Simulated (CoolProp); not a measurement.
CH2F2 (R32) along the isobar 17.8 MPa: fugacity coefficient from the reference equation and from simpler models built on Tc = 351.3 K, pc = 5.783 MPa, ω = 0.277; each cubic takes its own stable root.

Computed with CoolProp (reference Helmholtz-energy equation of state, Tillner-Roth 1997).

| T (K) | phase | reference | Redlich-Kwong | Peng-Robinson |
|---|---|---|---|---|
| 264.2 | liquid | 0.04336 | 0.07218 | 0.04678 |
| 278.4 | liquid | 0.06542 | 0.1009 | 0.07084 |
| 292.7 | liquid | 0.09383 | 0.1351 | 0.1019 |
| 306.9 | liquid | 0.1283 | 0.1738 | 0.1395 |
| 321.1 | liquid | 0.1688 | 0.2162 | 0.1834 |
| 335.4 | liquid | 0.2150 | 0.2620 | 0.2331 |
| 349.6 | liquid | 0.2654 | 0.3094 | 0.2866 |
| 363.8 | supercritical | 0.3189 | 0.3577 | 0.3426 |
| 378.1 | supercritical | 0.3746 | 0.4062 | 0.3997 |
| 392.3 | supercritical | 0.4300 | 0.4533 | 0.4554 |
| 406.5 | supercritical | 0.4838 | 0.4985 | 0.5084 |
| 420.8 | supercritical | 0.5348 | 0.5415 | 0.5582 |
| 435 | supercritical | 0.5814 | 0.5812 | 0.6036 |
